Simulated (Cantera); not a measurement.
An adiabatic, constant-volume homogeneous reactor starts with 6.38 % CH4, 17.0 % O2, 63.8 % N2, 12.8 % CO2, equivalence ratio 0.75, at 1675 K and 5.00 bar.

Cantera simulation using GRI-Mech 3.0 (53 species, 325 reactions); the numbers are that mechanism's predictions, not measurements.

One state of this run: T (K) = 2754; P (bar) = 8.42; x CH4 = <1e-12; x O2 = 0.0471; x CO2 = 0.156; x CH3 = <1e-12; x H = 0.00139. x: mole fraction; the columns are a selection and need not sum to one.

Question: Which value of t (s) does it belong to?
A. 4.82e-5
B. 0.200
C. 2.41e-5
D. 1.20e-5

Answer: B, 0.200
